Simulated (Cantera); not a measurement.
Charge: 1 mol Si2Cl6, 22 mol H2, 0.11 mol Cl2, at 1127 °C and 54.0 Torr.

These are equilibrium values from Cantera (NASA tables, ideal gas, pure condensed phases), not measurements of a reactor. Candidate condensed phases: Si; 19 gas species. The feed counts by its element totals alone. The tables' values for SiCl3 are old estimates; treat these amounts as uncertain. Rates play no part.

Base state: H2 0.829, HCl 0.112, SiCl2 0.0443, SiCl3 0.00725, SiCl4 0.00504, SiHCl3 0.00265, SiH2Cl2 0.000209, H 1.65e-5 (mole fractions); condensed: Si(s).

Question: What changes in the equilibrium state with this change: Si2Cl6 replaced by SiCl4?

Answer: 
| species | before | after |
|---|---|---|
| H2 | 0.829 | 0.870 |
| HCl | 0.112 | 0.0927 |
| SiCl2 | 0.0443 | 0.0292 |
| SiCl4 | 0.00504 | 0.00218 |
| SiCl3 | 0.00725 | 0.00387 |
| SiHCl3 | 0.00265 | 0.00145 |
| SiH2Cl2 | 0.000209 | 0.000145 |
| Si(s), mol | 0.523 | 0.118 |

Question: What changes in the equilibrium state with this change: Si2Cl6 replaced by SiH2Cl2?

Answer: 
```csv
species,before,after
H2,0.829,0.924
HCl,0.112,0.0618
SiCl2,0.0443,0.0122
SiCl4,0.00504,0.000381
SiCl3,0.00725,0.00105
SiHCl3,0.00265,0.000403
"Si(s), mol",0.523,0.661
```
